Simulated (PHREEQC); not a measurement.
2.6 g of hydrous ferric oxide (600 m²/g; 0.2 weak and 0.005 strong sites per Fe, Dzombak-Morel constants, diffuse double layer) in 1 kg of water with 0.001 mol/kgw of an inert sodium salt and 0.0052 mol BaCl2, at 25 °C; the pH is set by adding NaOH or the inert anion's acid. Oxygen is held at 0.21 atm. CO2 from the air is kept out. Precipitation was switched off in this run.

Model: ion-association model, wateq4f.dat, run in PHREEQC.

```tsv
pH	Ba sorbed (%)	surface charge σ (C/m²)	surface potential ψ (mV)
3	0.0	0.341	190
4	0.0	…	176
5	0.0	…	…
6	0.4	0.061	108
7	2.4	…	…
8	3.8	…	12
9	…	-0.006	-21
10	47.9	-0.008	…
11	53.9	-0.009	-31
```

What belongs in the gaps?


- 4, surface charge σ (C/m²): 0.247
- 5, surface charge σ (C/m²): 0.135
- 5, surface potential ψ (mV): 147
- 7, surface charge σ (C/m²): 0.023
- 7, surface potential ψ (mV): 63
- 8, surface charge σ (C/m²): 0.004
- 9, Ba sorbed (%): 23.3
- 10, surface potential ψ (mV): -29

The oxide is taken as insoluble; below pH 4 it would dissolve.
